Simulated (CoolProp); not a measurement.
Vapour-liquid equilibrium of n-hexane (1) + n-decane (2) at 15.4 kPa; x and y are mole fractions of (1).

Model: multi-fluid Helmholtz-energy mixture model, Thol 2019 and Lemmon 2006; pair parameters Kunz 2012, in CoolProp.

Problem. Give the bubble temperature and the first vapour's composition at x = 0.5, 0.725, 0.875. Is there an azeotrope?

Solution. x = 0.5: 308.5 K, y = 0.988; x = 0.725: 299.4 K, y = 0.996; x = 0.875: 295.1 K, y = 0.999. No azeotrope shows between x = 0.05 and 0.95.

The pair parameters rest on a limited set of measurements; away from them the model extrapolates.
